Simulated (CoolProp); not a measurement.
The fluid at 444.63 K and 2.42 MPa expands adiabatically to 0.233 MPa with isentropic efficiency 0.85. The same conditions are run with several fluids, on thermodynamics alone (safety and materials aside).

Model: reference Helmholtz-energy equation of state of each fluid (nitrogen: Span 2000; ammonia: Gao 2020; R407C: Lemmon 2003; propane: Lemmon 2009; dry air: Lemmon 2000), in CoolProp. Blends and air are pseudo-pure fits.

### Question
Rank nitrogen, ammonia, R407C, propane, dry air by work (kJ/kg), highest first.

### Answer
ammonia (320), nitrogen (192), dry air (185), propane (141), R407C (71.7)

| fluid | final temperature (K) | final density (kg/m³) |
|---|---|---|
| nitrogen | 259.8 | 3.03 |
| ammonia | 286.1 | 1.72 |
| R407C | 358.9 | 6.86 |
| propane | 366.0 | 3.44 |
| dry air | 259.9 | 3.13 |
